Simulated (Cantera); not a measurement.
A perfectly stirred reactor is fed with 10.6 % CH₄, 1.80 % CO, 18.4 % O₂, 69.2 % N₂, equivalence ratio 1.2, at 7350 Torr; it is adiabatic with a 750 K inlet, and is followed from long to short residence time, starting on the burning branch (τ in s: 0.068, 0.034, 0.017, 0.0086, 0.0043, 0.0021, 0.0011, 0.00054, 0.00027, 0.00013, 6.7e-05).

Computed with Cantera and GRI-Mech 3.0 (53 species, 325 reactions).

Predict: blow-out, bracketed by the residence times tried; x(CH₄) at τ = 68.0 ms; x(CO) at τ = 68.0 ms; x(O₂) at τ = 68.0 ms; x(N₂O) at τ = 68.0 ms; x(OH) at τ = 68.0 ms; x(CH₄) at τ = 2.10 ms; x(CO) at τ = 2.10 ms; x(O₂) at τ = 2.10 ms; x(N₂O) at τ = 2.10 ms; x(OH) at τ = 2.10 ms.


* **blow-out, bracketed by the residence times tried**: burning at 67.0 µs, the shortest tried
* **x(CH₄) at τ = 68.0 ms**: 1.71e-6
* **x(CO) at τ = 68.0 ms**: 0.0508
* **x(O₂) at τ = 68.0 ms**: 0.000227
* **x(N₂O) at τ = 68.0 ms**: 1.05e-7
* **x(OH) at τ = 68.0 ms**: 0.00187
* **x(CH₄) at τ = 2.10 ms**: 3.18e-5
* **x(CO) at τ = 2.10 ms**: 0.0513
* **x(O₂) at τ = 2.10 ms**: 0.000661
* **x(N₂O) at τ = 2.10 ms**: 1.48e-7
* **x(OH) at τ = 2.10 ms**: 0.00254
